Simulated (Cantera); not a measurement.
# Thermodynamics of silicon oxide and oxynitride deposition, feed Si2H6 + H2O

A closed system holds: 1 mol Si2H6, 0.16 mol H2O, equilibrated at 0.0653 Torr.

Cantera equilibrium calculation (NASA polynomials, part measured and part estimated; ideal gas, pure solids and liquids). Candidate condensed phases: H2O, Si, SiO2; 18 gas species. The feed counts by its element totals alone. Mutual solubility and eutectic melting of coexisting phases are not modelled. The tables hold silica as quartz up to 1696 K and as liquid above; real silica turns to tridymite and cristobalite and melts near 1996 K. Gases not in the tables: Si2H6 and higher silanes. Kinetics and transport are ignored.

From 300 °C to 500 °C the condensed part is Si(s) + SiO2(α-quartz). From 700 °C to 900 °C the condensed part is Si(s) + SiO2(β-quartz). From 1100 °C to 1300 °C the condensed part is Si(s). At 1500 °C the condensed part is Si(l). From 1700 °C to 1900 °C nothing is condensed.

```json
[
 {"T (°C)": "300", "x H2": "1.00", "x Si": "<1e-12", "x H": "<1e-12", "x SiO": "<1e-12", "x Si2": "<1e-12", "x SiH": "<1e-12", "x Si3": "<1e-12", "x SiH2": "<1e-12", "n Si(s)": "1.92", "n SiO2(α-quartz)": "0.0800", "n SiO2(β-quartz)": "0", "n Si(l)": "0"},
 {"T (°C)": "500", "x H2": "1.00", "x Si": "<1e-12", "x H": "9.73e-11", "x SiO": "2.66e-11", "x Si2": "<1e-12", "x SiH": "<1e-12", "x Si3": "<1e-12", "x SiH2": "<1e-12", "n Si(s)": "1.92", "n SiO2(α-quartz)": "0.0800", "n SiO2(β-quartz)": "0", "n Si(l)": "0"},
 {"T (°C)": "700", "x H2": "1.000", "x Si": "<1e-12", "x H": "1.16e-7", "x SiO": "1.88e-6", "x Si2": "<1e-12", "x SiH": "<1e-12", "x Si3": "<1e-12", "x SiH2": "4.19e-11", "n Si(s)": "1.92", "n SiO2(α-quartz)": "0", "n SiO2(β-quartz)": "0.0800", "n Si(l)": "0"},
 {"T (°C)": "900", "x H2": "0.997", "x Si": "5.69e-9", "x H": "1.26e-5", "x SiO": "0.00278", "x Si2": "<1e-12", "x SiH": "9.49e-10", "x Si3": "<1e-12", "x SiH2": "6.79e-9", "n Si(s)": "1.92", "n SiO2(α-quartz)": "0", "n SiO2(β-quartz)": "0.0756", "n Si(l)": "0"},
 {"T (°C)": "1100", "x H2": "0.951", "x Si": "4.46e-6", "x H": "0.000348", "x SiO": "0.0482", "x Si2": "2.11e-9", "x SiH": "2.31e-7", "x Si3": "2.87e-10", "x SiH2": "2.38e-7", "n Si(s)": "1.84", "n SiO2(α-quartz)": "0", "n SiO2(β-quartz)": "0", "n Si(l)": "0"},
 {"T (°C)": "1300", "x H2": "0.947", "x Si": "0.000632", "x H": "0.00424", "x SiO": "0.0481", "x Si2": "1.33e-6", "x SiH": "1.38e-5", "x Si3": "2.77e-7", "x SiH2": "3.48e-6", "n Si(s)": "1.84", "n SiO2(α-quartz)": "0", "n SiO2(β-quartz)": "0", "n Si(l)": "0"},
 {"T (°C)": "1500", "x H2": "0.900", "x Si": "0.0245", "x H": "0.0289", "x SiO": "0.0463", "x Si2": "0.000136", "x SiH": "0.000267", "x Si3": "3.29e-5", "x SiH2": "2.22e-5", "n Si(s)": "0", "n SiO2(α-quartz)": "0", "n SiO2(β-quartz)": "0", "n Si(l)": "1.75"},
 {"T (°C)": "1700", "x H2": "0.530", "x Si": "0.330", "x H": "0.105", "x SiO": "0.0295", "x Si2": "0.00292", "x SiH": "0.00162", "x Si3": "0.000578", "x SiH2": "4.38e-5", "n Si(s)": "0", "n SiO2(α-quartz)": "0", "n SiO2(β-quartz)": "0", "n Si(l)": "0"},
 {"T (°C)": "1900", "x H2": "0.362", "x Si": "0.300", "x H": "0.311", "x SiO": "0.0262", "x Si2": "0.000419", "x SiH": "0.000785", "x Si3": "7.64e-6", "x SiH2": "8.75e-6", "n Si(s)": "0", "n SiO2(α-quartz)": "0", "n SiO2(β-quartz)": "0", "n Si(l)": "0"}
]
```
x: gas mole fraction; n: condensed amount in mol.
